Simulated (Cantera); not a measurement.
## Thermal oxidation and active oxidation of silicon: Si + H2O + N2

A closed system holds: 1 mol Si, 0.016 mol H2O, 4.9 mol N2, at 0.00900 Torr.

Method: chemical equilibrium by Gibbs-energy minimisation in Cantera with the NASA 1993 tables (ideal gas, pure condensed phases). Candidate condensed phases: H2O, Si, SiO2, Si2N2O, Si3N4; 35 gas species. N2 is the only nitrogen source here; it is nearly inert below about 1500 K, so the nitride shown seldom forms there in practice. Mutual solubility and eutectic melting of coexisting phases are not modelled. The tables' values for SiN are old estimates; treat these amounts as uncertain. Rates play no part.

| T (°C) | x N2 | x Si | x H | x H2 | n Si2N2O(s) | n Si3N4(s) | n Si(s) | n Si(l) |
|---|---|---|---|---|---|---|---|---|
| 750 | 0.996 | <1e-12 | 7.33e-8 | 0.00376 | 0.0160 | 0.323 | 0 | 0 |
| 825 | 0.996 | 3.20e-12 | 4.38e-7 | 0.00376 | 0.0160 | 0.323 | 0 | 0 |
| 900 | 0.996 | 4.16e-10 | 2.09e-6 | 0.00376 | 0.0160 | 0.323 | 0 | 0 |
| 975 | 0.996 | 2.99e-8 | 8.26e-6 | 0.00376 | 0.0160 | 0.323 | 0 | 0 |
| 1050 | 0.996 | 1.32e-6 | 2.80e-5 | 0.00375 | 0.0150 | 0.323 | 0 | 0 |
| 1125 | 0.992 | 3.87e-5 | 8.31e-5 | 0.00370 | 0 | 0.328 | 0 | 0 |
| 1200 | 0.993 | 0.000456 | 0.000205 | 0.00314 | 0 | 0 | 0.982 | 0 |
| 1275 | 0.991 | 0.00265 | 0.000486 | 0.00299 | 0 | 0 | 0.971 | 0 |
| 1350 | 0.980 | 0.0130 | 0.00103 | 0.00268 | 0 | 0 | 0.918 | 0 |
| 1425 | 0.938 | 0.0547 | 0.00191 | 0.00210 | 0 | 0 | 0 | 0.692 |
| 1500 | 0.828 | 0.163 | 0.00290 | 0.00124 | 0 | 0 | 0 | 0 |
| 1575 | 0.827 | 0.165 | 0.00401 | 0.000687 | 0 | 0 | 0 | 0 |
| 1650 | 0.826 | 0.165 | 0.00477 | 0.000308 | 0 | 0 | 0 | 0 |
x: gas mole fraction; n: condensed amount in mol.

From 750 °C to 1050 °C the condensed part is Si2N2O(s) + Si3N4(s). At 1125 °C the condensed part is Si3N4(s). From 1200 °C to 1350 °C the condensed part is Si(s). At 1425 °C the condensed part is Si(l). From 1500 °C to 1650 °C nothing is condensed.
